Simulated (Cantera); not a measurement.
# Equilibrium for silicon nitride deposition: SiHCl₃ + N₂

Input: 1 mol SiHCl₃, a varied amount of N₂, at 1575 K and 120 Pa.

Method: chemical equilibrium by Gibbs-energy minimisation in Cantera with the NASA 1993 tables (ideal gas, pure condensed phases). Candidate condensed phases: NH₄Cl, Si, Si₃N₄; 28 gas species. The tables' values for SiCl₃, SiCl are old estimates; treat these amounts as uncertain. Kinetics and transport are ignored.

From 4.6 mol N₂ to 21 mol N₂ nothing is condensed. The main Si-bearing gas is SiCl₂ throughout.

```
n(N₂) (mol)   x N₂  x SiCl₂   x HCl  x SiCl₃     x H₂   x SiCl₄      x Cl
-----------  -----  -------  ------  -------  -------  --------  --------
4.6          0.702    0.139   0.135   0.0111  0.00853   0.00233   0.00140
7.4          0.791   0.0985  0.0959  0.00702  0.00539   0.00131   0.00125
10           0.836   0.0776  0.0756  0.00509  0.00395  0.000874   0.00115
13           0.868   0.0624  0.0608  0.00378  0.00298  0.000601   0.00106
16           0.890   0.0522  0.0508  0.00296  0.00238  0.000440  0.000992
18           0.901   0.0471  0.0458  0.00257  0.00210  0.000367  0.000954
21           0.914   0.0411  0.0399  0.00213  0.00177  0.000288  0.000904
```
x: gas mole fraction; nothing condenses.
